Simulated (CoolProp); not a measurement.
The fluid at 293.15 K and 0.0773 MPa expands adiabatically to 0.00591 MPa with isentropic efficiency 0.7. The same conditions are run with several fluids, on thermodynamics alone (safety and materials aside).

Computed with CoolProp (reference Helmholtz-energy equation of state of each fluid (c-C4F8 (RC318): Platzer 1990; CH3F (R41): Lemmon 2006; vinyl chloride: Thol 2022; R134a: Tillner-Roth 1994; R115: Lemmon 2016)). The equations of Platzer and Polt are older, rougher fits.

### Question
Rank c-C4F8 (RC318), CH3F (R41), vinyl chloride, R134a, R115 by work (kJ/kg), highest first.

### Answer
CH3F (R41) (96.1), vinyl chloride (56.7), R134a (37.3), R115 (25.5), c-C4F8 (RC318) (20.2)

```csv
fluid,final temperature (K),final density (kg/m³)
c-C4F8 (RC318),265.1,0.538
CH3F (R41),199.2,0.122
vinyl chloride,217.9,0.205
R134a,243.7,0.298
R115,254.6,0.432
```
